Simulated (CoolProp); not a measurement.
Aqueous ethanol as a coolant, at 10 °C, 1 atm.

Model: Melinder's fits for secondary coolants, in CoolProp.

```json
[
 {"mass %": "2.2", "freezing point (°C)": "-0.9", "Prandtl number": "10.8", "cp (kJ/(kg K))": "4.235", "viscosity (mPa s)": "1.44", "density (kg/m³)": "995.4"},
 {"mass %": "8.3", "freezing point (°C)": "-3.5", "Prandtl number": "16.3", "cp (kJ/(kg K))": "4.333", "viscosity (mPa s)": "1.98", "density (kg/m³)": "986.1"},
 {"mass %": "14.3", "freezing point (°C)": "-6.9", "Prandtl number": "23.3", "cp (kJ/(kg K))": "4.372", "viscosity (mPa s)": "2.61", "density (kg/m³)": "979.1"},
 {"mass %": "20.4", "freezing point (°C)": "-11.4", "Prandtl number": "?", "cp (kJ/(kg K))": "4.345", "viscosity (mPa s)": "3.26", "density (kg/m³)": "972.4"},
 {"mass %": "26.4", "freezing point (°C)": "-16.7", "Prandtl number": "38.4", "cp (kJ/(kg K))": "4.262", "viscosity (mPa s)": "3.81", "density (kg/m³)": "964.9"},
 {"mass %": "32.5", "freezing point (°C)": "-22.5", "Prandtl number": "44.2", "cp (kJ/(kg K))": "4.139", "viscosity (mPa s)": "4.18", "density (kg/m³)": "?"},
 {"mass %": "38.5", "freezing point (°C)": "-28.2", "Prandtl number": "47.8", "cp (kJ/(kg K))": "?", "viscosity (mPa s)": "4.34", "density (kg/m³)": "945.4"},
 {"mass %": "44.6", "freezing point (°C)": "?", "Prandtl number": "49.7", "cp (kJ/(kg K))": "3.862", "viscosity (mPa s)": "4.33", "density (kg/m³)": "933.2"},
 {"mass %": "50.7", "freezing point (°C)": "-38.1", "Prandtl number": "50.0", "cp (kJ/(kg K))": "3.721", "viscosity (mPa s)": "?", "density (kg/m³)": "?"}
]
```

Fill in the missing entries.


- 20.4, Prandtl number: 31.2
- 32.5, density (kg/m³): 955.9
- 38.5, cp (kJ/(kg K)): 4.002
- 44.6, freezing point (°C): -33.5
- 50.7, viscosity (mPa s): 4.19
- 50.7, density (kg/m³): 920.0
